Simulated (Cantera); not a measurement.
A Cantera script and what it prints.

```python
import numpy as np
import cantera as ct

gas_names = [...]  # 47 gases of nasa_gas.yaml made of Cl, H, N, O, Si
cond_names = """
    H2O(s) H2O(L) NH4CL(a) NH4CL(b) Si(cr) Si(L) SiO2(Lqz) SiO2(hqz) SiO2(L) Si2N2O(s) Si3N4(a)
""".split()


# ... load() reads the species with a 1 bar reference pressure and builds the phases ...
atoms = {
    'SiH2Cl2': {'Si': 1, 'H': 2, 'CL': 2},
    'NO': {'N': 1, 'O': 1},
    'N2': {'N': 2},
}
top_T = {'Si2N2O(s)': 2100, 'Si3N4(a)': 2400}  # K; cautious upper limits of use, not melting points


# ... equilibrate(T, P, feed) seeds the gas with the atoms and calls Mixture.equilibrate('TP', solver="vcs", rtol=1e-11, max_steps=5000) ...
results = []
feed = {'SiH2Cl2': 1, 'NO': 0.29, 'N2': 1.8}  # mol
P = 7  # Pa
for T in [1250, 1325, 1400, 1475, 1550, 1625, 1700, 1775, 1850, 1925, 2000, 2075]:
    mix = equilibrate(T, P, feed)
    results.append((T, P, feed, dict(zip(mix.species_names, mix.species_moles))))

top = {s: max(r[3][s] / sum(r[3][g] for g in gas_names) for r in results) for s in gas_names}
cols = sorted((s for s in top if top[s] > 0.0001), key=lambda s: -top[s])[:6]
seen = [c for c in cond_names if any(r[3].get(c, 0) > 1e-12 for r in results)]
print("log10 of partial pressures in bar; condensed amounts in mol")
print(f"{'T/K':>10s}" + "".join(f"{s[:9]:>10s}" for s in cols + seen))
for T, P, feed, n in results:
    ng = sum(n[g] for g in gas_names)
    print(f"{T:10.4g}" + "".join(f"{np.log10(max(n[s] / ng * P / 1e5, 1e-99)):10.3f}" for s in cols)
          + "".join(f"{n.get(c, 0):10.4g}" for c in seen))
```

Output:

```
log10 of partial pressures in bar; condensed amounts in mol
       T/K        N2       HCL        H2     SiCL2        CL         H Si2N2O(s)  Si3N4(a)
      1250    -4.501    -4.614    -5.116    -5.311    -8.440    -8.874      0.29   0.03125
      1325    -4.496    -4.668    -5.070    -5.129    -7.996    -8.321    0.2898         0
      1400    -4.498    -4.672    -5.074    -5.102    -7.533    -7.850    0.2779         0
      1475    -4.495    -4.832    -4.989    -4.998    -7.316    -7.382    0.1326         0
      1550    -4.493    -5.022    -4.932    -4.935    -7.156    -6.968         0         0
      1625    -4.495    -5.020    -4.937    -4.938    -6.807    -6.620         0         0
      1700    -4.497    -5.011    -4.949    -4.950    -6.477    -6.306         0         0
      1775    -4.503    -4.987    -4.978    -4.979    -6.151    -6.028         0         0
      1850    -4.514    -4.953    -5.029    -5.035    -5.827    -5.783         0         0
      1925    -4.531    -4.927    -5.104    -5.129    -5.518    -5.571         0         0
      2000    -4.556    -4.927    -5.199    -5.282    -5.245    -5.388         0         0
      2075    -4.589    -4.972    -5.305    -5.535    -5.026    -5.227         0         0
```

Equilibrium computed with Cantera from the NASA thermochemical tables; the gas is ideal and each condensed phase is pure. Mutual solubility and eutectic melting of coexisting phases are not modelled. The tables' values for SiCl3, SiCl, SiN are old estimates; treat these amounts as uncertain.
